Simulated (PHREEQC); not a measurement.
Consider water at 25 °C with 0.019 mol TMAH, 0.0014 mol H3BO3 and 7.4e-05 mol K3PO4 per kg of water. Closed to the air; pH follows from the charge balance.

The numbers come from PHREEQC with the ion-association model, phreeqc.dat.

Precipitation was switched off in this run.

Task: Predict the pH.

Result: pH 12.18.

Task: In which forms is P present?

Result: PO4-3 58 %, HPO4-2 42 % of the P.

Complexes and solids missing from the database can't appear. (CH3)4N+ isn't in the database: it is added as a free cation with an ion size of 4 Å.
